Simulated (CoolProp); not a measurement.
Vapour-liquid equilibrium of R22 (1) + R152A (2) at 331.7 K; x and y are mole fractions of (1).

Values from CoolProp's multi-fluid Helmholtz-energy mixture model, Kamei 1995 and Outcalt 1996; pair parameters Bell 2016.

| x | bubble pressure, mixture model (bar) | bubble pressure, Raoult's law (bar) | y, mixture model | y, Raoult's law |
|---|---|---|---|---|
| 0.05 | 14.82 | 14.95 | 0.065 | 0.079 |
| 0.15 | 15.48 | 15.85 | 0.189 | 0.223 |
| 0.25 | 16.19 | 16.76 | 0.307 | 0.351 |
| 0.35 | (withheld) | 17.66 | 0.420 | 0.466 |
| 0.45 | 17.76 | 18.56 | 0.527 | 0.570 |
| 0.55 | 18.64 | 19.46 | 0.628 | 0.665 |
| 0.65 | 19.60 | 20.36 | 0.722 | 0.751 |
| 0.75 | (withheld) | 21.27 | 0.810 | 0.830 |
| 0.85 | (withheld) | 22.17 | 0.891 | 0.902 |
| 0.95 | (withheld) | 23.07 | 0.966 | 0.969 |

**Question.** Complete the blanks.

**Answer.** 
- 0.35, bubble pressure, mixture model (bar): 16.95
- 0.75, bubble pressure, mixture model (bar): 20.62
- 0.85, bubble pressure, mixture model (bar): 21.73
- 0.95, bubble pressure, mixture model (bar): 22.90

The largest gap from Raoult's law is -4.3 % in bubble pressure, at x = 0.45. No azeotrope shows between x = 0.05 and 0.95.

The pair parameters rest on a limited set of measurements; away from them the model extrapolates.
